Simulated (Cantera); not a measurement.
An adiabatic, constant-pressure homogeneous reactor starts with CH4 : O2 : N2 = 1 : 3.17 : 11.9 (molar parts), equivalence ratio 0.63, at 1475 K and 1.00 bar. Integrator tolerance rtol = 1e-08.

Model: GRI-Mech 3.0 (53 species, 325 reactions), integrated in Cantera.

Problem. What does this change do: pressure from 1.00 bar to 0.610 bar?

Solution. 
| quantity | before | after |
|---|---|---|
| time of steepest temperature rise | 1.27 ms | 1.87 ms |
| temperature at 0.200 s | 2533 K | 2512 K |
| equilibrium temperature | 2533 K | 2512 K |
| x(CH4) at 0.200 s | <1e-12 (gas-phase equilibrium <1e-12) | <1e-12 (gas-phase equilibrium <1e-12) |
| x(O2) at 0.200 s | 0.0663 (gas-phase equilibrium 0.0663) | 0.0667 (gas-phase equilibrium 0.0667) |
| x(CH2) at 0.200 s | <1e-12 (gas-phase equilibrium <1e-12) | <1e-12 (gas-phase equilibrium <1e-12) |
| x(C2H) at 0.200 s | <1e-12 (gas-phase equilibrium <1e-12) | <1e-12 (gas-phase equilibrium <1e-12) |
| x(C2H4) at 0.200 s | <1e-12 (gas-phase equilibrium <1e-12) | <1e-12 (gas-phase equilibrium <1e-12) |

Problem. What does this change do: initial temperature 1475 to 1425 K?

Solution. 
| quantity | before | after |
|---|---|---|
| time of steepest temperature rise | 1.27 ms | 2.13 ms |
| temperature at 0.200 s | 2533 K | 2506 K |
| equilibrium temperature | 2533 K | 2506 K |
| x(CH4) at 0.200 s | <1e-12 (gas-phase equilibrium <1e-12) | <1e-12 (gas-phase equilibrium <1e-12) |
| x(O2) at 0.200 s | 0.0663 (gas-phase equilibrium 0.0663) | 0.0665 (gas-phase equilibrium 0.0665) |
| x(CH2) at 0.200 s | <1e-12 (gas-phase equilibrium <1e-12) | <1e-12 (gas-phase equilibrium <1e-12) |
| x(C2H) at 0.200 s | <1e-12 (gas-phase equilibrium <1e-12) | <1e-12 (gas-phase equilibrium <1e-12) |
| x(C2H4) at 0.200 s | <1e-12 (gas-phase equilibrium <1e-12) | <1e-12 (gas-phase equilibrium <1e-12) |
